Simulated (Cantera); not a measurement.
An adiabatic, constant-volume homogeneous reactor starts with CH4 : C2H6 : O2 : N2 = 1 : 0.23 : 4.38 : 16.5 (molar parts), equivalence ratio 0.64, at 1150 K and 8.00 bar. Integrator tolerance rtol = 1e-08.

Detailed kinetics in Cantera: GRI-Mech 3.0 (53 species, 325 reactions).

| quantity | before | after |
|---|---|---|
| time of steepest temperature rise | 1.98 ms | 5.71 ms |
| temperature at 6.00 s | 2649 K | 2576 K |
| equilibrium temperature | 2649 K | 2576 K |
| x(CH4) at 6.00 s | <1e-12 (gas-phase equilibrium <1e-12) | <1e-12 (gas-phase equilibrium <1e-12) |
| x(C2H6) at 6.00 s | <1e-12 (gas-phase equilibrium <1e-12) | <1e-12 (gas-phase equilibrium <1e-12) |
| x(O2) at 6.00 s | 0.0626 (gas-phase equilibrium 0.0626) | 0.0640 (gas-phase equilibrium 0.0640) |
| x(CO) at 6.00 s | 0.00440 (gas-phase equilibrium 0.00440) | 0.00812 (gas-phase equilibrium 0.00812) |
| x(HCO) at 6.00 s | 3.65e-9 (gas-phase equilibrium 3.65e-9) | 2.74e-9 (gas-phase equilibrium 2.74e-9) |
| x(OH) at 6.00 s | 0.00856 (gas-phase equilibrium 0.00856) | 0.0116 (gas-phase equilibrium 0.0116) |
| x(C2H) at 6.00 s | <1e-12 (gas-phase equilibrium <1e-12) | <1e-12 (gas-phase equilibrium <1e-12) |

### Question
Which change was made?
A) initial temperature 1150 to 1648 K
B) O2 4.38 to 2.3 parts
C) pressure from 8.00 bar to 1.01 bar
D) C2H6 0.23 to 0.3 parts

### Answer
C, pressure from 8.00 bar to 1.01 bar
